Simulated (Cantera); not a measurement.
Cantera with NASA thermochemical tables; ideal gases at 1 bar, condensed phases pure. Values are per mole of reaction as written; species without (g) are pure solids or liquids, kept so even where they would boil at 1 bar.

Task: Between 300 and 1000 K, where is each reaction favourable under standard conditions?
- PbCl2(g) ⇌ 2 Cl(g) + Pb
- 2 Cl2(g) + 2 PbO ⇌ O2(g) + 2 PbCl2(g)

Result: 
- PbCl2(g) ⇌ 2 Cl(g) + Pb: ΔG° is 393 kJ at 300 K and 327 kJ at 1000 K; it stays positive (K < 1). ΔH° is 433 kJ and ΔS° 106 J/K at 1000 K.
- 2 Cl2(g) + 2 PbO ⇌ O2(g) + 2 PbCl2(g): ΔG° is 12 kJ at 300 K and -154 kJ at 1000 K; it changes sign between 300 and 500 K. ΔH° is 66 kJ and ΔS° 221 J/K at 1000 K.
